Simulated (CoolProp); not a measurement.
Vapour-liquid equilibrium of n-hexane (1) + m-xylene (2) at 290.6 K; x and y are mole fractions of (1).

Values from CoolProp's multi-fluid Helmholtz-energy mixture model, Thol 2019 and Zhou 2012; pair parameters Bell 2016.

| x | bubble pressure (kPa) | y at the bubble point | dew pressure at overall composition x (kPa) | liquid density (mol/L) |
|---|---|---|---|---|
| 0.05 | 1.470 | 0.540 | 0.7477 | 8.142 |
| 0.125 | 2.765 | 0.776 | 0.8084 | 8.112 |
| 0.2 | 4.159 | 0.865 | 0.8799 | 8.081 |
| 0.275 | 5.554 | 0.909 | 0.9652 | 8.047 |
| 0.35 | 6.872 | 0.934 | 1.069 | 8.012 |
| 0.425 | 8.064 | 0.949 | 1.198 | 7.975 |
| 0.5 | 9.111 | 0.960 | 1.362 | 7.937 |
| 0.575 | 10.02 | 0.968 | 1.579 | 7.898 |
| 0.65 | 10.82 | 0.974 | 1.879 | 7.858 |
| 0.725 | 11.54 | 0.979 | 2.321 | 7.818 |
| 0.8 | 12.24 | 0.984 | 3.039 | 7.778 |
| 0.875 | 12.96 | 0.989 | 4.417 | 7.739 |
| 0.95 | 13.77 | 0.995 | 8.133 | 7.701 |

No azeotrope shows between x = 0.05 and 0.95.

The pair parameters rest on a limited set of measurements; away from them the model extrapolates.
